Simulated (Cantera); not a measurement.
Cantera with NASA thermochemical tables; ideal gases at 1 bar, condensed phases pure. Values are per mole of reaction as written; species without (g) are pure solids or liquids, kept so even where they would boil at 1 bar.

7 VO2(g) + 4 NH3(g) → 6 H2O(g) + 7 V + 4 NO2(g), with ΔH° = 498.2 kJ and ΔS° = -331.3 J/K at 300 K.

**Question.** How far is the shortcut ΔG° ≈ ΔH°(300 K) − T·ΔS°(300 K) from the full temperature-dependent value at 2098, 2148, 2198, 2248, 2298, 2348, 2398, 2448 K?

**Answer.** 
```csv
T (K),shortcut (kJ),full (kJ),difference (kJ),difference in log10 K,condensed phases
2098,1193.3,1053.3,139.9,-3.48,V(s)
2148,1209.8,1063.0,146.8,-3.57,V(s)
2198,1226.4,1072.0,154.4,-3.67,V(l)
2248,1243.0,1077.7,165.3,-3.84,V(l)
2298,1259.5,1083.2,176.4,-4.01,V(l)
2348,1276.1,1088.4,187.7,-4.18,V(l)
2398,1292.7,1093.5,199.1,-4.34,V(l)
2448,1309.2,1098.4,210.8,-4.50,V(l)
```
The shortcut ignores heat capacities and the phase changes listed.
